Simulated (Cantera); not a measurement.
Charge: 1 mol Si3N4, 0.18 mol H2O, 15 mol N2, 12 mol O2, at 1548 K and 13.3 mbar.

Cantera equilibrium calculation (NASA polynomials, part measured and part estimated; ideal gas, pure solids and liquids). Candidate condensed phases: H2O, Si, SiO2, Si2N2O, Si3N4; 35 gas species. The tables hold silica as quartz up to 1696 K and as liquid above; real silica turns to tridymite and cristobalite and melts near 1996 K. The numbers say what is thermodynamically allowed, not how fast it happens.

Base state: N2 0.648, O2 0.343, H2O 0.00682, NO 0.00178, OH 0.000102, O 3.87e-5 (mole fractions); condensed: SiO2(β-quartz).

Task: What changes in the equilibrium state with this change: pressure from 13.3 mbar to 1.30 Pa?

Result: 
```json
[
 {"species": "N2", "before": "0.648", "after": "0.648"},
 {"species": "O2", "before": "0.343", "after": "0.342"},
 {"species": "H2O", "before": "0.00682", "after": "0.00656"},
 {"species": "O", "before": "3.87e-5", "after": "0.00124"},
 {"species": "H", "before": "1.59e-7", "after": "2.83e-5"},
 {"species": "H2", "before": "3.56e-7", "after": "1.10e-5"},
 {"species": "OH", "before": "0.000102", "after": "0.000565"},
 {"species": "NO", "before": "0.00178", "after": "0.00178"},
 {"species": "SiO2(β-quartz), mol", "before": "3.00", "after": "3.00"}
]
```
